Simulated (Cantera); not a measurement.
**Equilibrium for aluminium nitride and oxide growth: Al + N₂ + H₂**

Input: 1 mol Al, 6.3 mol N₂, 38 mol H₂, equilibrated at 973.15 K and 0.100 bar.

Cantera equilibrium calculation (NASA polynomials, part measured and part estimated; ideal gas, pure solids and liquids). Candidate condensed phases: Al, AlN; 13 gas species. Rates play no part.

```json
{
  "x(H₂)": "0.868",
  "x(N₂)": "0.132",
  "x(NH₃)": "2.06e-5",
  "n(AlN(s))": "1.00 mol",
  "gas_amount": "43.80 mol",
  "log10 activity of Al(l) (absent)": "-10.60"
}
```
